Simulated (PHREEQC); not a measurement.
A solution holds 0.0064 mol CuSO4, 9e-05 mol HNO3 and 0.097 mol FeCl3 per kg of water, at 25 °C. Closed to the air; pH follows from the charge balance.

Computed with PHREEQC (ion-association model, wateq4f.dat).

This is a speciation only: nothing precipitates in the calculation.

Order these S species by the share of S that they hold, largest first: FeHSO4+2, CuSO4, HSO4-, FeSO4+, SO4-2.

FeSO4+ (78 %), SO4-2 (9.9 %), FeHSO4+2 (6.6 %), HSO4- (4.1 %), CuSO4 (0.61 %)

Order these Cl species by the share of Cl that they hold, largest first: Cl-, CuCl+, FeCl2+, FeCl+2.

Cl- (78 %), FeCl+2 (15 %), FeCl2+ (6.4 %), CuCl+ (0.30 %)

The pH is 1.89 and the ionic strength 0.387 mol/kgw. Examples of supersaturated solids here: Hematite (slow to form), Goethite (slow to form). Others may be too.
